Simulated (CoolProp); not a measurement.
Dimethyl carbonate along the isotherm 600 K: Z from the reference equation and from simpler models built on Tc = 557.0 K, pc = 4.909 MPa, ω = 0.346; each cubic takes its own stable root.

Values from CoolProp's reference Helmholtz-energy equation of state, Zhou 2011.

| p (MPa) | phase | reference | van der Waals | Redlich-Kwong | Soave-Redlich-Kwong | Peng-Robinson |
|---|---|---|---|---|---|---|
| 0.155 | gas | 0.9914 | 0.9921 | 0.9913 | 0.9917 | 0.9906 |
| 0.262 | gas | 0.9855 | 0.9866 | 0.9852 | 0.9860 | 0.9841 |
| 0.442 | gas | 0.9754 | 0.9773 | 0.9749 | 0.9763 | 0.9731 |
| 0.746 | gas | 0.9581 | 0.9612 | 0.9573 | 0.9596 | 0.9543 |
| 1.26 | gas | 0.9281 | 0.9329 | 0.9266 | 0.9307 | 0.9219 |
| 2.12 | gas | 0.8755 | 0.8822 | 0.8725 | 0.8802 | 0.8658 |
| 3.59 | gas | 0.7754 | 0.7816 | 0.7693 | 0.7857 | 0.7629 |
| 6.05 | supercritical | 0.5669 | 0.5132 | 0.5408 | 0.5942 | 0.5636 |
| 10.2 | supercritical | 0.3826 | 0.4597 | 0.4101 | 0.4443 | 0.4094 |
| 17.2 | supercritical | 0.5047 | 0.6633 | 0.5518 | 0.5720 | 0.5195 |
| 29.1 | supercritical | 0.7502 | 1.009 | 0.8065 | 0.8228 | 0.7437 |
| 49.1 | supercritical | 1.146 | 1.562 | 1.212 | 1.227 | 1.107 |
